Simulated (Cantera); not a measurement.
Charge: 1 mol SiF₄, 45 mol N₂, 2.5 mol H₂, held at 1025 °C.

Equilibrium computed with Cantera from the NASA thermochemical tables; the gas is ideal and each condensed phase is pure. Candidate condensed phases: Si, Si₃N₄; 37 gas species. N₂ is the only nitrogen source here; it is nearly inert below about 1500 K, so the nitride shown seldom forms there in practice. Equilibrium is a limit: real reactors are often held back by kinetics, nucleation or transport.

Which condensed phases are stable at each of these points (P (Pa)): 5, 15, 45, 140, 410, 1200, 3700, 11000, 33000, 100000?


```
P (Pa)  condensed phases  Si condensed (%)
------  ----------------  ----------------
5               gas only               0.0
15              gas only               0.0
45              gas only               0.0
140             gas only               0.0
410             Si₃N₄(s)               0.1
1200            Si₃N₄(s)               0.4
3700            Si₃N₄(s)               0.6
11000           Si₃N₄(s)               0.6
33000           Si₃N₄(s)               0.6
100000          Si₃N₄(s)               0.6
```

From 5.00 Pa to 1.40 mbar nothing is condensed. From 4.10 mbar to 1.00 bar the condensed part is Si₃N₄(s).
